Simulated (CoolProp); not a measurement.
Vapour-liquid equilibrium of dimethyl ether (1) + chloromethane (R40) (2) at 255.3 K; x and y are mole fractions of (1).

The numbers come from the multi-fluid Helmholtz-energy mixture model, Wu 2011 and Thol 2014; pair parameters Bell 2016 in CoolProp.

Q: Give the bubble pressure and the first vapour's composition at x = 0.125, 0.5, 0.575. Is there an azeotrope?

A: x = 0.125: 1.285 bar, y = 0.110; x = 0.5: 1.253 bar, y = 0.507; x = 0.575: 1.258 bar, y = 0.591. y crosses x between x = 0.425 and 0.5: the model has an azeotrope there.

Pair parameters are fitted to limited data, so mixtures are less certain than the pure fluids.
